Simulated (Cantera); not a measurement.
## Adiabatic ignition

An adiabatic, constant-volume homogeneous reactor starts with 9.17 % CH4, 19.1 % O2, 71.8 % N2, at 1200 K and 10.0 bar.

Detailed kinetics in Cantera: GRI-Mech 3.0 (53 species, 325 reactions).

```
t (s)     T (K)  P (bar)   x CH4    x O2     x N2O      x H2   x CH2CO    x C2H4
--------  -----  -------  ------  ------  --------  --------  --------  --------
4.00e-6    1200     10.0  0.0917   0.191    <1e-12  1.11e-10    <1e-12    <1e-12
1.21e-5    1200    10.00  0.0917   0.191    <1e-12  6.58e-10    <1e-12    <1e-12
3.68e-5    1200    10.00  0.0917   0.191    <1e-12   5.84e-9    <1e-12  2.40e-11
0.000112   1200     10.0  0.0917   0.191  3.80e-12   8.46e-8    <1e-12   1.34e-9
0.000339   1200     10.0  0.0916   0.191  2.63e-11   1.39e-6  1.18e-11   6.73e-8
0.00103    1201     10.0  0.0915   0.191  1.48e-10   1.13e-5  8.80e-10   8.05e-7
0.00312    1211     10.1  0.0900   0.189   1.44e-9  0.000182   1.60e-7   2.42e-5
0.00945    2977     25.5  <1e-12  0.0163   3.25e-6    0.0103    <1e-12    <1e-12
0.0287     2977     25.5  <1e-12  0.0163   3.25e-6    0.0103    <1e-12    <1e-12
0.0869     2977     25.5  <1e-12  0.0163   3.25e-6    0.0103    <1e-12    <1e-12
0.264      2977     25.5  <1e-12  0.0163   3.25e-6    0.0103    <1e-12    <1e-12
0.800      2977     25.5  <1e-12  0.0163   3.25e-6    0.0103    <1e-12    <1e-12
```
x: mole fraction; the columns are a selection and need not sum to one.

```json
{
 "time_of_steepest_temperature_rise": "4.45 ms",
 "temperature at 0.800 s": "2977 K",
 "equilibrium_temperature": "2977 K",
 "x(CH4) at 0.800 s": "<1e-12 (gas-phase equilibrium <1e-12)",
 "x(O2) at 0.800 s": "0.0163 (gas-phase equilibrium 0.0163)",
 "x(N2O) at 0.800 s": "3.25e-6 (gas-phase equilibrium 3.25e-6)"
}
```
